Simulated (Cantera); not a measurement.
An adiabatic, constant-volume homogeneous reactor starts with C3H8 : O2 : N2 = 1 : 9.43 : 35.5 (molar parts), at 1000 K and 1.38 atm. Integrator tolerance rtol = 1e-08.

Model: GRI-Mech 3.0 (53 species, 325 reactions), integrated in Cantera. GRI-Mech 3.0 was tuned for natural gas; its chemistry of propane as a main component is partial and can be far from experiment.

### Question
What does this change do: initial temperature 1000 to 1100 K?

### Answer
```tsv
quantity	before	after
temperature at 0.100 s	1000 K	2440 K
equilibrium temperature	2378 K	2440 K
x(C3H8) at 0.100 s	0.0215 (gas-phase equilibrium <1e-12)	<1e-12 (gas-phase equilibrium <1e-12)
x(O2) at 0.100 s	0.205 (gas-phase equilibrium 0.0877)	0.0869 (gas-phase equilibrium 0.0869)
x(HCO) at 0.100 s	4.18e-12 (gas-phase equilibrium 2.12e-10)	4.32e-10 (gas-phase equilibrium 4.32e-10)
x(C2H4) at 0.100 s	0.000246 (gas-phase equilibrium <1e-12)	<1e-12 (gas-phase equilibrium <1e-12)
x(CH2) at 0.100 s	<1e-12 (gas-phase equilibrium <1e-12)	<1e-12 (gas-phase equilibrium <1e-12)
x(NO) at 0.100 s	<1e-12 (gas-phase equilibrium 0.0116)	0.0129 (gas-phase equilibrium 0.0130)
x(H2) at 0.100 s	1.23e-5 (gas-phase equilibrium 0.000481)	0.000683 (gas-phase equilibrium 0.000683)
time of steepest temperature rise	not reached	40.6 ms
```

### Question
What does this change do: pressure from 1.38 atm to 9.67 atm?

### Answer
| quantity | before | after |
|---|---|---|
| temperature at 0.100 s | 1000 K | 2404 K |
| equilibrium temperature | 2378 K | 2404 K |
| x(C3H8) at 0.100 s | 0.0215 (gas-phase equilibrium <1e-12) | <1e-12 (gas-phase equilibrium <1e-12) |
| x(O2) at 0.100 s | 0.205 (gas-phase equilibrium 0.0877) | 0.0875 (gas-phase equilibrium 0.0875) |
| x(HCO) at 0.100 s | 4.18e-12 (gas-phase equilibrium 2.12e-10) | 1.80e-10 (gas-phase equilibrium 1.80e-10) |
| x(C2H4) at 0.100 s | 0.000246 (gas-phase equilibrium <1e-12) | <1e-12 (gas-phase equilibrium <1e-12) |
| x(CH2) at 0.100 s | <1e-12 (gas-phase equilibrium <1e-12) | <1e-12 (gas-phase equilibrium <1e-12) |
| x(NO) at 0.100 s | <1e-12 (gas-phase equilibrium 0.0116) | 0.0122 (gas-phase equilibrium 0.0122) |
| x(H2) at 0.100 s | 1.23e-5 (gas-phase equilibrium 0.000481) | 0.000211 (gas-phase equilibrium 0.000211) |
| time of steepest temperature rise | not reached | 61.7 ms |

### Question
What does this change do: pressure from 1.38 atm to 10.9 atm?

### Answer
| quantity | before | after |
|---|---|---|
| temperature at 0.100 s | 1000 K | 2405 K |
| equilibrium temperature | 2378 K | 2405 K |
| x(C3H8) at 0.100 s | 0.0215 (gas-phase equilibrium <1e-12) | <1e-12 (gas-phase equilibrium <1e-12) |
| x(O2) at 0.100 s | 0.205 (gas-phase equilibrium 0.0877) | 0.0875 (gas-phase equilibrium 0.0875) |
| x(HCO) at 0.100 s | 4.18e-12 (gas-phase equilibrium 2.12e-10) | 1.78e-10 (gas-phase equilibrium 1.78e-10) |
| x(C2H4) at 0.100 s | 0.000246 (gas-phase equilibrium <1e-12) | <1e-12 (gas-phase equilibrium <1e-12) |
| x(CH2) at 0.100 s | <1e-12 (gas-phase equilibrium <1e-12) | <1e-12 (gas-phase equilibrium <1e-12) |
| x(NO) at 0.100 s | <1e-12 (gas-phase equilibrium 0.0116) | 0.0122 (gas-phase equilibrium 0.0122) |
| x(H2) at 0.100 s | 1.23e-5 (gas-phase equilibrium 0.000481) | 0.000200 (gas-phase equilibrium 0.000200) |
| time of steepest temperature rise | not reached | 54.9 ms |
